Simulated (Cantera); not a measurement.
Mixture: CH₄ : C₂H₆ : O₂ : N₂ = 1 : 0.072 : 5.24 : 19.7 (molar parts), at 12.0 bar, adiabatic and at constant volume. Ignition delay is the time to a rise of 400 K.

Detailed kinetics in Cantera: GRI-Mech 3.0 (53 species, 325 reactions). The pressure lies above the range GRI-Mech 3.0 was tuned for (to about 10 atm).

Predict: delay at 1223 K; delay at 1373 K; delay at 1523 K; delay at 1673 K; apparent activation energy between 1598 and 1748 K.


- delay at 1223 K: 0.813 ms
- delay at 1373 K: 0.157 ms
- delay at 1523 K: 40.7 µs
- delay at 1673 K: 13.1 µs
- apparent activation energy between 1598 and 1748 K: 160 kJ/mol
